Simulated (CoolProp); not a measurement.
Computed with CoolProp (reference Helmholtz-energy equation of state, Thol 2019).

For n-pentane, give the phase and the speed of sound (m/s), Prandtl number, fugacity coefficient at 390.5 K and 55.8 bar; 467.3 K and 55.8 bar; 505.6 K and 55.8 bar.


- 390.5 K and 55.8 bar: liquid; speed of sound 652, Prandtl number 2.54, fugacity coefficient 0.158
- 467.3 K and 55.8 bar: liquid; speed of sound 312, Prandtl number 1.55, fugacity coefficient 0.435
- 505.6 K and 55.8 bar: supercritical; speed of sound 155, Prandtl number 1.01, fugacity coefficient 0.586

Viscosity comes from a separate model (Quiñones-Cisneros 2006), older than the equation that it now runs on, and unchecked against measurements. Thermal conductivity comes from a separate model (Vassiliou 2015).
